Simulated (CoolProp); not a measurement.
Model: reference Helmholtz-energy equation of state, Wagner 2002, in CoolProp.

Task: Give the vapour pressure (MPa), vapour density (kg/m³), liquid viscosity (µPa s) of saturated water at 515.9 K.

Result: 
| T (K) | p (MPa) | vapour density (kg/m³) | liquid viscosity (µPa s) |
|---|---|---|---|
| 515.9 | 3.51 | 17.6 | 110 |

Viscosity comes from a separate model (Huber 2009).
